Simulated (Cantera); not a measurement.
Input: 1 mol SiHCl3, 0.15 mol CH4, 180 mol H2, 0.79 mol C2H2, equilibrated at 725 °C and 7.40 mbar.

Method: chemical equilibrium by Gibbs-energy minimisation in Cantera with the NASA 1993 tables (ideal gas, pure condensed phases). Candidate condensed phases: C, C6H6, C7H8, C8H18, Si, SiC; 109 gas species. Kinetics and transport are ignored.

Base state: H2 0.983, HCl 0.0164, CH4 0.000697 (mole fractions); condensed: C(graphite) + SiC(s).

Task: What changes in the equilibrium state with this change: temperature from 725 °C to 1950 °C?

Result: 
| species | before | after |
|---|---|---|
| H2 | 0.983 | 0.906 |
| H | 2.48e-8 | 0.0709 |
| HCl | 0.0164 | 0.0148 |
| Si | <1e-9 | 0.00421 |
| C2H2 (acetylene) | 1.06e-9 | 0.00263 |
| Cl | <1e-9 | 0.000839 |
| SiC2 | <1e-9 | 0.000442 |
| Si2C | <1e-9 | 0.000157 |
| SiH | <1e-9 | 0.000146 |
| C(graphite), mol | 0.603 | 0.520 |
| SiC(s), mol | 1.000 | 0 |
The tables' values for SiCl are old estimates; treat these amounts as uncertain. Gases not in the tables: Si2H6 and higher silanes.

Task: What changes in the equilibrium state with this change: 0.49 mol Cl2 added?

Result: 
| species | before | after |
|---|---|---|
| H2 | 0.983 | 0.978 |
| HCl | 0.0164 | 0.0217 |
| CH4 | 0.000697 | 0.000690 |
| C(graphite), mol | 0.603 | 0.604 |
| SiC(s), mol | 1.000 | 0.999 |

Task: What changes in the equilibrium state with this change: temperature from 725 °C to 2302 °C?

Result: 
| species | before | after |
|---|---|---|
| H2 | 0.983 | 0.653 |
| H | 2.48e-8 | 0.325 |
| HCl | 0.0164 | 0.0101 |
| Si | <1e-9 | 0.00401 |
| Cl | <1e-9 | 0.00352 |
| C2H2 (acetylene) | 1.06e-9 | 0.00325 |
| SiC2 | <1e-9 | 0.000433 |
| C2H | <1e-9 | 0.000136 |
| C(graphite), mol | 0.603 | 0 |
| SiC(s), mol | 1.000 | 0 |
The tables' values for SiCl are old estimates; treat these amounts as uncertain.
